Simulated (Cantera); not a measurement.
Mixture: CH₄ : O₂ : N₂ = 1 : 4.76 : 17.9 (molar parts), equivalence ratio 0.42, at 1800000 Pa, adiabatic and at constant volume. Ignition delay is the time to a rise of 400 K.

Model: GRI-Mech 3.0 (53 species, 325 reactions), integrated in Cantera. The pressure lies above the range GRI-Mech 3.0 was tuned for (to about 10 atm).

Question: What does this change do: constant pressure in place of constant volume?

Answer: 
```
quantity                                                before       after
--------------------------------------------------  ----------  ----------
delay at 1100 K                                        7.19 ms     7.48 ms
delay at 1200 K                                        1.81 ms     1.90 ms
delay at 1300 K                                       0.562 ms    0.592 ms
delay at 1400 K                                       0.201 ms    0.213 ms
delay at 1500 K                                        80.6 µs     85.8 µs
apparent activation energy between 1400 and 1500 K  160 kJ/mol  160 kJ/mol
```

Question: What does this change do: 1.5 parts H2 added?

Answer: 
| quantity | before | after |
|---|---|---|
| delay at 1100 K | 7.19 ms | 1.33 ms |
| delay at 1200 K | 1.81 ms | 0.198 ms |
| delay at 1300 K | 0.562 ms | 41.5 µs |
| delay at 1400 K | 0.201 ms | 14.6 µs |
| delay at 1500 K | 80.6 µs | 6.95 µs |
| apparent activation energy between 1400 and 1500 K | 160 kJ/mol | 130 kJ/mol |

Question: What does this change do: 1.1 parts CO2 added?

Answer: 
| quantity | before | after |
|---|---|---|
| delay at 1100 K | 7.19 ms | 7.57 ms |
| delay at 1200 K | 1.81 ms | 1.91 ms |
| delay at 1300 K | 0.562 ms | 0.597 ms |
| delay at 1400 K | 0.201 ms | 0.215 ms |
| delay at 1500 K | 80.6 µs | 86.1 µs |
| apparent activation energy between 1400 and 1500 K | 160 kJ/mol | 160 kJ/mol |
